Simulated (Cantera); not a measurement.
## Thermodynamics of carbon deposition, reforming and gasification, feed C2H6 + NH3

Charge: 1 mol C2H6, 3 mol NH3, at 2650 K.

Equilibrium computed with Cantera from the NASA thermochemical tables; the gas is ideal and each condensed phase is pure. Candidate condensed phases: C, C6H6, C7H8, C8H18; 92 gas species. The ideal-gas law is rough above about 30 bar. Equilibrium is a limit: real reactors are often held back by kinetics, nucleation or transport.

```json
[
 {"P (Pa)": "10", "x H": "0.829", "x H2": "0.0312", "x N2": "0.0831", "x HCN": "0.00443", "x C3": "0.0287", "x C2H2 (acetylene)": "0.000456", "x C": "0.0100", "n C(graphite)": "0"},
 {"P (Pa)": "72", "x H": "0.708", "x H2": "0.164", "x N2": "0.0967", "x HCN": "0.0127", "x C3": "0.00621", "x C2H2 (acetylene)": "0.00322", "x C": "0.00162", "n C(graphite)": "1.30"},
 {"P (Pa)": "520", "x H": "0.422", "x H2": "0.423", "x N2": "0.117", "x HCN": "0.0225", "x C3": "0.000860", "x C2H2 (acetylene)": "0.00829", "x C": "0.000224", "n C(graphite)": "1.44"},
 {"P (Pa)": "3700", "x H": "0.193", "x H2": "0.627", "x N2": "0.134", "x HCN": "0.0292", "x C3": "0.000121", "x C2H2 (acetylene)": "0.0123", "x C": "3.14e-5", "n C(graphite)": "1.40"},
 {"P (Pa)": "27000", "x H": "0.0770", "x H2": "0.729", "x N2": "0.142", "x HCN": "0.0324", "x C3": "1.66e-5", "x C2H2 (acetylene)": "0.0143", "x C": "4.31e-6", "n C(graphite)": "1.38"},
 {"P (Pa)": "190000", "x H": "0.0299", "x H2": "0.771", "x N2": "0.145", "x HCN": "0.0337", "x C3": "2.36e-6", "x C2H2 (acetylene)": "0.0151", "x C": "6.12e-7", "n C(graphite)": "1.36"},
 {"P (Pa)": "1400000", "x H": "0.0111", "x H2": "0.786", "x N2": "0.146", "x HCN": "0.0342", "x C3": "3.20e-7", "x C2H2 (acetylene)": "0.0154", "x C": "8.31e-8", "n C(graphite)": "1.35"},
 {"P (Pa)": "10000000", "x H": "0.00415", "x H2": "0.784", "x N2": "0.148", "x HCN": "0.0344", "x C3": "4.47e-8", "x C2H2 (acetylene)": "0.0154", "x C": "1.16e-8", "n C(graphite)": "1.28"}
]
```
x: gas mole fraction; n: condensed amount in mol.

At 10.0 Pa nothing is condensed. From 72.0 Pa to 100 bar the condensed part is C(graphite). The main C-bearing gas is C3 at 10.0 Pa and HCN at 100 bar. The share of C in condensed phases is highest at 5.20 mbar (72.1 %) and lowest at 10.0 Pa (0.0 %).
